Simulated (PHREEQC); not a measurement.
0.85 g of hydrous ferric oxide (600 m²/g; 0.2 weak and 0.005 strong sites per Fe, Dzombak-Morel constants, diffuse double layer) in 1 kg of water with 0.001 mol/kgw of an inert sodium salt and 0.0018 mol NiCl2, at 25 °C; the pH is set by adding NaOH or the inert anion's acid. O2 is buffered at 0.21 atm. No CO2 enters from the air. Precipitation was switched off in this run.

All values are PHREEQC results (ion-association model, wateq4f.dat), not measurements.

### Question
Predict surface charge σ (C/m²), surface potential ψ (mV) at pH = 3, 4, 5.5, 9.

### Answer
| pH | surface charge σ (C/m²) | surface potential ψ (mV) |
|---|---|---|
| 3 | 0.314 | 209 |
| 4 | 0.197 | 190 |
| 5.5 | 0.067 | 137 |
| 9 | 0.024 | 91 |

Along this series the solution becomes supersaturated in solids that the run did not let form, among them Ni(OH)2. The oxide is taken as insoluble; below pH 4 it would dissolve.
